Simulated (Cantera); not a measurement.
Cantera run:

```python
import numpy as np
import cantera as ct

gas_names = """
    Br Br2 H HBr H2 Si SiBr SiBr2 SiBr3 SiBr4 SiH SiHBr3 SiH2 SiH2Br2 SiH3 SiH3Br SiH4 Si2 Si3
""".split()
cond_names = """
    Br2(cr) Br2(L) Si(cr) Si(L)
""".split()


def load(file, names, dense=False):
    # The tables refer to 1 bar. Condensed volumes are neglected.
    table = {s.name: s for s in ct.Species.list_from_file(file)}
    out = []
    for n in names:
        d = dict(table[n].input_data)
        d["thermo"] = dict(d["thermo"], **{"reference-pressure": 1e5})
        if dense:
            d["equation-of-state"] = {"model": "constant-volume", "density": "1e6 g/cm^3"}
        out.append(ct.Species.from_dict(d))
    return out


gas = ct.Solution(thermo="ideal-gas", species=load("nasa_gas.yaml", gas_names))
cond = {s.name: ct.Solution(thermo="fixed-stoichiometry", species=[s], name=s.name)
        for s in load("nasa_condensed.yaml", cond_names, dense=True)}
atoms = {
    'Si': {'Si': 1},
    'HBr': {'H': 1, 'Br': 1},
    'H2': {'H': 2},
}
top_T = {}  # K; cautious upper limits of use, not melting points


def equilibrate(T, P, feed):
    n = {}
    for name, mol in feed.items():
        for a, k in atoms[name].items():
            n[a] = n.get(a, 0.0) + k * mol
    gas.TPX = T, P, n
    mass = sum(n.values()) * gas.mean_molecular_weight
    gas.equilibrate("TP")
    valid = [c for c in cond.values() if c.min_temp <= T <= top_T.get(c.name, c.max_temp)]
    mix = ct.Mixture([(gas, mass / gas.mean_molecular_weight)] + [(c, 0.0) for c in valid])
    mix.T, mix.P = T, P
    mix.equilibrate("TP", solver="vcs", rtol=1e-11, max_steps=5000)
    return mix


results = []
T = 498.15  # K
P = 10000  # Pa
for m in [2.1, 3, 4.4, 6.4, 9.3, 14, 20, 29]:
    feed = {'Si': 1, 'HBr': m, 'H2': 5.2}  # mol
    mix = equilibrate(T, P, feed)
    results.append((T, P, feed, dict(zip(mix.species_names, mix.species_moles))))
    x = sorted(zip(gas.X, gas.species_names), reverse=True)
    print(f"T = {T:g} K  P = {P:g} Pa  n(HBr) = {m:g} mol  gas = {mix.phase_moles(0):.4g} mol")
    print("   x: " + "  ".join(f"{s} {v:.3e}" for v, s in x if v > 1e-05))
    print("   condensed (mol): " + ("  ".join(f"{mix.phase(i).name} {mix.phase_moles(i):.4g}"
          for i in range(1, mix.n_phases) if mix.phase_moles(i) > 1e-12) or "none"))
```

Output:

```
T = 498.15 K  P = 10000 Pa  n(HBr) = 2.1 mol  gas = 6.768 mol
   x: H2 9.214e-01  SiBr4 7.469e-02  SiHBr3 3.780e-03  SiH2Br2 8.712e-05  HBr 1.286e-05
   condensed (mol): Si(cr) 0.4683
T = 498.15 K  P = 10000 Pa  n(HBr) = 3 mol  gas = 7.441 mol
   x: H2 8.980e-01  SiBr4 9.733e-02  SiHBr3 4.551e-03  SiH2Br2 9.692e-05  HBr 1.356e-05
   condensed (mol): Si(cr) 0.2412
T = 498.15 K  P = 10000 Pa  n(HBr) = 4.4 mol  gas = 8.6 mol
   x: H2 8.372e-01  SiBr4 1.163e-01  HBr 4.651e-02
   condensed (mol): none
T = 498.15 K  P = 10000 Pa  n(HBr) = 6.4 mol  gas = 10.6 mol
   x: H2 6.792e-01  HBr 2.264e-01  SiBr4 9.434e-02
   condensed (mol): none
T = 498.15 K  P = 10000 Pa  n(HBr) = 9.3 mol  gas = 13.5 mol
   x: H2 5.333e-01  HBr 3.926e-01  SiBr4 7.407e-02
   condensed (mol): none
T = 498.15 K  P = 10000 Pa  n(HBr) = 14 mol  gas = 18.2 mol
   x: HBr 5.495e-01  H2 3.956e-01  SiBr4 5.495e-02
   condensed (mol): none
T = 498.15 K  P = 10000 Pa  n(HBr) = 20 mol  gas = 24.2 mol
   x: HBr 6.612e-01  H2 2.975e-01  SiBr4 4.132e-02
   condensed (mol): none
T = 498.15 K  P = 10000 Pa  n(HBr) = 29 mol  gas = 33.2 mol
   x: HBr 7.530e-01  H2 2.169e-01  SiBr4 3.012e-02
   condensed (mol): none
```

Equilibrium computed with Cantera from the NASA thermochemical tables; the gas is ideal and each condensed phase is pure.
